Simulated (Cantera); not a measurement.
# Aluminium nitride and oxide growth: Al + H₂O + N₂

Input: 1 mol Al, 0.6 mol H₂O, 15 mol N₂, at 2123 K and 1330 Pa.

Equilibrium computed with Cantera from the NASA thermochemical tables; the gas is ideal and each condensed phase is pure. Candidate condensed phases: Al, AlN, Al₂O₃, H₂O; 35 gas species. The tables' values for AlOH are old estimates; treat these amounts as uncertain. Kinetics and transport are ignored.

* **x(N₂)**: 0.928
* **x(H₂)**: 0.0342
* **x(Al)**: 0.0185
* **x(Al₂O)**: 0.0139
* **x(H)**: 0.00574
* **x(AlH)**: 8.55e-5
* **x(AlOH)**: 4.08e-5
* **x(AlO)**: 1.40e-5
* **x(H₂O)**: 5.93e-6
* **n(Al₂O₃(s))**: 0.125 mol
* **gas amount**: 16.17 mol
* **log10 activity of Al(l) (absent)**: -1.85
